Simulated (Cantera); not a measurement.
## Thermodynamics of metals in furnace atmospheres, feed Ni + H2S + H2

Charge: 1 mol Ni, 2.5 mol H2S, 14 mol H2, held at 0.0140 bar.

Cantera equilibrium calculation (NASA polynomials, part measured and part estimated; ideal gas, pure solids and liquids). Candidate condensed phases: Ni, NiS, NiS2, Ni3S2, Ni3S4, S; 9 gas species. Gases not in the tables: S3 to S7. The numbers say what is thermodynamically allowed, not how fast it happens.

From 823 K to 973 K the condensed part is Ni3S2(s). From 1123 K to 1723 K the condensed part is Ni3S2(l).

| T (K) | log p H2 | log p H2S | log p S2 | log p SH | log p H | log p S | log p NiS | log p Ni | n Ni3S2(s) | n Ni3S2(l) |
|---|---|---|---|---|---|---|---|---|---|---|
| 823 | -1.91 | -2.81 | -8.08 | -8.92 | -12.09 | <-13 | <-13 | <-13 | 0.333 | 0 |
| 973 | -1.91 | -2.81 | -6.33 | -7.31 | -9.92 | -11.64 | <-13 | <-13 | 0.333 | 0 |
| 1123 | -1.90 | -2.81 | -5.05 | -6.14 | -8.32 | -9.45 | -11.70 | -13.13 | 0 | 0.333 |
| 1273 | -1.90 | -2.85 | -4.15 | -5.28 | -7.10 | -7.81 | -9.54 | -10.66 | 0 | 0.333 |
| 1423 | -1.90 | -2.98 | -3.63 | -4.70 | -6.13 | -6.62 | -7.89 | -8.66 | 0 | 0.333 |
| 1573 | -1.89 | -3.18 | -3.40 | -4.32 | -5.34 | -5.74 | -6.61 | -7.00 | 0 | 0.333 |
| 1723 | -1.89 | -3.39 | -3.31 | -4.05 | -4.68 | -5.06 | -5.57 | -5.61 | 0 | 0.331 |
log p: log10 of the partial pressure in bar; n: condensed amount in mol.
